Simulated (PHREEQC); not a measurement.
1 kg of water holding 0.36 mol Na2SO4, 0.00066 mol Na2B4O7, 0.015 mol Na2CO3, 0.12 mol KCl and 0.048 mol NaCl is evaporated at 30 °C; the solids stay in contact with the brine. No CO2 enters from the air. Solids allowed: Arcanite, Burkeite, Glaserite, Halite, Kalicinite, Mirabilite, Misenite, Nahcolite, Natron, Sylvite, Thenardite, Trona, Borax, Boric_acid,s, KB5O8:4H2O, K2B4O7:4H2O, NaBO2:4H2O, NaB5O8:5H2O, Teepleite. Others were left out.

Computed with PHREEQC (Pitzer model, pitzer.dat).

```
water left (kg)  ionic strength  water activity  Thenardite (mol)  Halite (mol)
---------------  --------------  --------------  ----------------  ------------
1                          1.29           0.980                 0             0
0.6755                     1.91           0.972                 0             0
0.5552                     2.33           0.966                 0             0
0.375                      3.45           0.951                 0             0
0.3082                     4.19           0.940                 0             0
0.2082                     6.21           0.910                 0             0
0.1407                     9.19           0.860                 0             0
0.1156                     10.5           0.833            0.0138             0
0.0781                     9.88           0.819             0.140             0
0.06419                    9.55           0.809             0.185             0
0.04336                    9.04           0.776             0.248             0
0.03565                    9.02           0.750             0.268             0
0.02408                    9.39           0.717             0.279        0.0359
0.01629                    9.44           0.716             0.270        0.0789
0.01339                    9.47           0.716             0.267        0.0949
0.009055                   9.54           0.715             0.262         0.119
0.007452                   9.57           0.714             0.260         0.128
0.005037                   9.61           0.713             0.257         0.141
```

Glaserite from water left = 0.1156 kg (pH 10.40); Thenardite from water left = 0.1156 kg (pH 10.40); Halite from water left = 0.02931 kg (pH 10.19); Burkeite from water left = 0.02408 kg (pH 10.16); Trona from water left = 0.009055 kg (pH 9.84); Borax from water left = 0.005037 kg (pH 9.84).
